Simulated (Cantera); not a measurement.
Input (Python, Cantera) and output of one run.

```python
import numpy as np
import cantera as ct

gas_names = """
    N2 NbO2 NO
""".split()
cond_names = """
    Nb(cr) Nb(L)
""".split()


# ... load() reads the species with a 1 bar reference pressure and builds the phases ...
species = {s.name: s for s in load("nasa_gas.yaml", gas_names) + load("nasa_condensed.yaml", cond_names)}
# Each term lists the table entries of one substance; the one whose range holds T is used.
reactions = {
    'N2(g) + NbO2(g) = 2 NO(g) + Nb':
        [(-1, ['N2']), (-1, ['NbO2']), (2, ['NO']), (1, ['Nb(cr)', 'Nb(L)'])],
}


def pick(names, T):
    return next(species[n] for n in names if species[n].thermo.min_temp <= T <= species[n].thermo.max_temp)


results = []
for label, terms in reactions.items():
    print(label)
    print("     T/K   dH/kJ  dS/(J/K)   dG/kJ   log10 K")
    for T in [300, 2648, 2698, 2748, 2798, 2848, 2898, 2948, 2998]:
        used = [(nu, pick(names, T)) for nu, names in terms]
        dH = sum(nu * s.thermo.h(T) for nu, s in used) / 1e6
        dS = sum(nu * s.thermo.s(T) for nu, s in used) / 1e3
        dG = dH - T * dS / 1e3
        logK = -dG * 1e6 / (ct.gas_constant * T * np.log(10))
        results.append((label, T, dH, dS, dG, logK, [s.name for _, s in used]))
        print(f"{T:8g} {dH:8.1f} {dS:8.1f} {dG:8.1f} {logK:8.2f}")
```

It prints:

```
N2(g) + NbO2(g) = 2 NO(g) + Nb
     T/K   dH/kJ  dS/(J/K)   dG/kJ   log10 K
     300    382.6     -6.5    384.5   -66.95
    2648    408.5     14.1    371.2    -7.32
    2698    409.6     14.5    370.5    -7.17
    2748    410.7     14.9    369.7    -7.03
    2798    438.3     25.0    368.5    -6.88
    2848    439.0     25.2    367.3    -6.74
    2898    439.7     25.4    366.0    -6.60
    2948    440.4     25.7    364.7    -6.46
    2998    441.0     25.9    363.4    -6.33
```

Source: NASA polynomial tables (part measured, part estimated), evaluated in Cantera. Condensed species are held in their standard states even where they would react or evaporate.
